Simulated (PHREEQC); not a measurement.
Solution (17 °C): 0.055 mmol/kgw H4SiO4. Closed to the air; pH follows from the charge balance.

Computed with PHREEQC (Pitzer model, pitzer.dat).

Each row changes one thing in this solution. Precipitation was switched off in this run.

| case | pH | ionic strength (mol/kgw) | H3SiO4- (mol/kgw) | SI of SiO2(a) (SiO2) |
|---|---|---|---|---|
| as made | 6.97 | 1.07e-7 | 5.66e-8 | -1.53 |
| H4SiO4 from 5.5e-05 to 0.00055 mol/kgw | 6.59 | 2.57e-7 | 2.36e-7 | -0.53 |
| diluted 100-fold with water | 7.13 | 7.37e-8 | 8.20e-10 | -3.53 |
| diluted 2-fold with water | 7.04 | 9.16e-8 | 3.30e-8 | -1.83 |
| 2.1e-05 mol/kgw NaOH added | 9.31 | 2.10e-5 | 1.01e-5 | -1.61 |
| temperature from 17 to 70 °C | 6.36 | 4.34e-7 | 6.16e-8 | -1.93 |
| H4SiO4 from 5.5e-05 to 8.25e-05 mol/kgw | 6.92 | 1.20e-7 | 7.55e-8 | -1.35 |
| H4SiO4 from 5.5e-05 to 4.95e-05 mol/kgw | 6.98 | 1.04e-7 | 5.23e-8 | -1.57 |

Complexes and solids missing from the database can't appear. Constants without temperature data keep their 25 °C values here.
